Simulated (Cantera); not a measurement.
What does this Cantera script print?

```python
import numpy as np
import cantera as ct

gas_names = """
    C2H5OH OH TaO2 C3H8
""".split()
cond_names = """
    Ta(cr) Ta(L)
""".split()


# ... load() reads the species with a 1 bar reference pressure and builds the phases ...
species = {s.name: s for s in load("nasa_gas.yaml", gas_names) + load("nasa_condensed.yaml", cond_names)}
# Each term lists the table entries of one substance; the one whose range holds T is used.
reactions = {
    'Ta + 6 C2H5OH(g) = 4 OH(g) + TaO2(g) + 4 C3H8(g)':
        [(-1, ['Ta(cr)', 'Ta(L)']), (-6, ['C2H5OH']), (4, ['OH']), (1, ['TaO2']), (4, ['C3H8'])],
}


def pick(names, T):
    return next(species[n] for n in names if species[n].thermo.min_temp <= T <= species[n].thermo.max_temp)


results = []
for label, terms in reactions.items():
    print(label)
    print("     T/K   dH/kJ  dS/(J/K)   dG/kJ   log10 K")
    for T in [350, 425, 500, 575, 650, 725, 800]:
        used = [(nu, pick(names, T)) for nu, names in terms]
        dH = sum(nu * s.thermo.h(T) for nu, s in used) / 1e6
        dS = sum(nu * s.thermo.s(T) for nu, s in used) / 1e3
        dG = dH - T * dS / 1e3
        logK = -dG * 1e6 / (ct.gas_constant * T * np.log(10))
        results.append((label, T, dH, dS, dG, logK, [s.name for _, s in used]))
        print(f"{T:8g} {dH:8.1f} {dS:8.1f} {dG:8.1f} {logK:8.2f}")
```

Result:

```
Ta + 6 C2H5OH(g) = 4 OH(g) + TaO2(g) + 4 C3H8(g)
     T/K   dH/kJ  dS/(J/K)   dG/kJ   log10 K
     350    949.5    377.6    817.3  -121.98
     425    951.8    383.6    788.8   -96.94
     500    953.4    387.1    759.9   -79.38
     575    954.5    389.1    730.7   -66.38
     650    955.0    390.0    701.5   -56.37
     725    955.2    390.3    672.3   -48.43
     800    955.2    390.2    643.0   -41.98
```

Cantera with NASA thermochemical tables; ideal gases at 1 bar, condensed phases pure. Condensed species are held in their standard states even where they would react or evaporate.
